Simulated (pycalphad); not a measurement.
An equivalent pycalphad script:

```python
from pycalphad import Database, equilibrium, calculate, variables as v
import numpy as np
db = Database('COST507.tdb')
comps = ['AL', 'SI', 'FE', 'VA']
phases = ['AL13FE4', 'AL2FE', 'AL5FE2', 'AL5FE4', 'ALFESI_ALPHA', 'ALFESI_BETA', 'ALFESI_DELTA', 'ALFESI_GAMMA', 'ALFESI_TAU1', 'ALFESI_TAU3', 'BCC_B2', 'DIAMOND_A4', 'FCC_A1', 'FE2SI', 'FE5SI3', 'FESI', 'FESI2_H', 'FESI2_L', 'LIQUID']
eq = equilibrium(db, comps, phases, {v.X('SI'): 0.0236, v.X('FE'): 0.0085, v.T: np.arange(1850, 499, -40), v.P: 101325, v.N: 1}, output=['HM', 'SM'])
```

CALPHAD calculation (pycalphad, COST 507 light-alloy database (1999)), 1 atm. These are 1990s assessments: newer ones move some temperatures and phases. Phase fractions are per mole of atoms.

Results at three of the temperatures:

```
T = 1130.00 K, P = 101325 Pa, N = 1 mol of atoms
G = -54056 J/mol, H = 34897 J/mol, S = 78.72 J/(mol K)  (SER reference)
chemical potentials (J/mol): Al -52811, Si -67679, Fe -157912
phase             fraction      x(Al)      x(Si)      x(Fe)
LIQUID              1.0000     0.9679     0.0236     0.0085
```

```
T = 1050.00 K, P = 101325 Pa, N = 1 mol of atoms
G = -47850 J/mol, H = 32366 J/mol, S = 76.40 J/(mol K)  (SER reference)
chemical potentials (J/mol): Al -46682, Si -58819, Fe -150446
phase             fraction      x(Al)      x(Si)      x(Fe)
LIQUID              1.0000     0.9679     0.0236     0.0085
```

```
T = 890.00 K, P = 101325 Pa, N = 1 mol of atoms
G = -36170 J/mol, H = 18215 J/mol, S = 61.11 J/(mol K)  (SER reference)
chemical potentials (J/mol): Al -35325, Si -33711, Fe -139125
phase             fraction      x(Al)      x(Si)      x(Fe)
FCC_A1              0.7660     0.9933     0.0066   0.000114
LIQUID              0.1868     0.9313     0.0616     0.0072
ALFESI_BETA         0.0472     0.7000     0.1500     0.1500
```

Changes of the phase set, refined by bisection:

| T (°C) | phases above | phases below |
|---|---|---|
| 640.2 | LIQUID | FCC_A1 + LIQUID |
| 638.8 | FCC_A1 + LIQUID | AL13FE4 + FCC_A1 + LIQUID |
| 631.7 | AL13FE4 + FCC_A1 + LIQUID | ALFESI_ALPHA + FCC_A1 + LIQUID |
| 619.5 | ALFESI_ALPHA + FCC_A1 + LIQUID | ALFESI_BETA + FCC_A1 + LIQUID |
| 575.8 | ALFESI_BETA + FCC_A1 + LIQUID | ALFESI_BETA + DIAMOND_A4 + FCC_A1 |

Database names, with the compositions (at.%) that they take in these runs: ALFESI_BETA: Al 70 Si 15 Fe 15. FCC_A1 is fcc; DIAMOND_A4 is diamond (Si).
